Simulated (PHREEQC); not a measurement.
Solution (73 °C): 0.25 mol NiSO4 and 0.15 mol NiCl2 per kg of water. Closed to the air; pH follows from the charge balance.

Model: ion-association model, wateq4f.dat, run in PHREEQC.

This is a speciation only: nothing precipitates in the calculation.

Question: Predict the pH.

Answer: pH 5.32.

Question: In which forms is Ni present?

Answer: Ni+2 49 %, NiSO4 42 %, NiCl+ 7.1 %, NiCl2 2.4 % of the Ni.

Complexes and solids missing from the database can't appear. Away from 25 °C the constants follow the database's enthalpies or fits; those with neither stay at their 25 °C values.
